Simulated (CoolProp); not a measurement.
Vapour-liquid equilibrium of R125 (1) + R152A (2) at 255.3 K; x and y are mole fractions of (1).

Values from CoolProp's multi-fluid Helmholtz-energy mixture model, Lemmon 2005 and Outcalt 1996; pair parameters Bell 2016.

```
x      bubble pressure (MPa)  y at the bubble point  dew pressure at overall composition x (MPa)  liquid density (mol/L)
-----  ---------------------  ---------------------  -------------------------------------------  ----------------------
0.05                  0.1444                  0.125                                       0.1368                   14.91
0.125                 0.1616                  0.273                                       0.1443                   14.62
0.2                        ?                  0.390                                       0.1526                       ?
0.275                 0.1939                  0.487                                       0.1618                   14.06
0.35                  0.2097                  0.570                                       0.1721                   13.79
0.425                 0.2257                  0.643                                       0.1835                   13.53
0.5                   0.2420                  0.708                                       0.1963                       ?
0.575                 0.2588                  0.767                                            ?                   13.02
0.65                  0.2763                  0.820                                       0.2274                   12.78
0.725                 0.2944                  0.868                                       0.2466                       ?
0.8                   0.3131                  0.910                                       0.2694                   12.29
0.875                 0.3324                  0.948                                       0.2974                   12.05
0.95                  0.3521                  0.981                                       0.3335                   11.81
```

Complete the blanks.


- 0.2, bubble pressure (MPa): 0.1780
- 0.2, liquid density (mol/L): 14.33
- 0.5, liquid density (mol/L): 13.27
- 0.575, dew pressure at overall composition x (MPa): 0.2108
- 0.725, liquid density (mol/L): 12.53

No azeotrope shows between x = 0.05 and 0.95.

Pair parameters are fitted to limited data, so mixtures are less certain than the pure fluids.
